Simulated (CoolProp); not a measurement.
A Linde-Hampson liquefier for normal hydrogen: isothermal reversible compression at 230 K from 1 atm to 10 MPa, throttling to 1 atm, return gas leaving the recuperator 10 K below the feed. Each further row changes one setting.

Values from CoolProp's reference Helmholtz-energy equation of state, Leachman 2009.

| case | compression work (kJ/kg of gas) |
|---|---|
| as stated | 4420 |
| high pressure 20 MPa | 5150 |
| warm-end temperature 260 K | 4990 |
| warm-end gap 15 K | 4420 |
